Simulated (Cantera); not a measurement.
## Catalytic combustion on Pt

An isothermal plug-flow reactor at 675 K and 1.09 atm (inlet), inlet velocity 1.8 m/s, active area per volume 850 1/m; feed CO : O2 : N2 : H2O = 0.0023 : 0.024 : 0.79 : 0.0075 (molar parts), equivalence ratio 0.048.

Detailed kinetics in Cantera: Deutschmann's 1995 Pt surface mechanism with GRI-Mech 3.0 gas chemistry. Catalytic surfaces can have several steady states; this one follows from the mechanism file's or the stated starting coverage. Mass transfer to the wall is taken as infinitely fast.

```
z (m)        x CO    x O2    x H2O     x CO2  θ free Pt    θ O*    θ OH*     θ CO*
-------  --------  ------  -------  --------  ---------  ------  -------  --------
0.00016   0.00248  0.0290  0.00911  0.000309     0.0959  0.0540  0.00168     0.848
0.00026   0.00222  0.0289  0.00911  0.000569      0.113  0.0784  0.00219     0.807
0.00044   0.00166  0.0286  0.00911   0.00113     0.0402   0.947  0.00455   0.00820
0.00073   0.00159  0.0285  0.00911   0.00120     0.0278   0.965  0.00382   0.00368
0.0012    0.00153  0.0285  0.00911   0.00127     0.0230   0.971  0.00348   0.00240
0.002     0.00145  0.0285  0.00911   0.00134     0.0197   0.975  0.00324   0.00167
0.0034    0.00136  0.0284  0.00911   0.00144     0.0172   0.979  0.00303   0.00118
0.0056    0.00125  0.0284  0.00911   0.00154     0.0152   0.981  0.00285  0.000859
0.0094    0.00112  0.0283  0.00911   0.00167     0.0136   0.983  0.00270  0.000610
0.016    0.000962  0.0282  0.00911   0.00183     0.0122   0.985  0.00256  0.000419
```
x: gas mole fraction; θ: surface coverage.
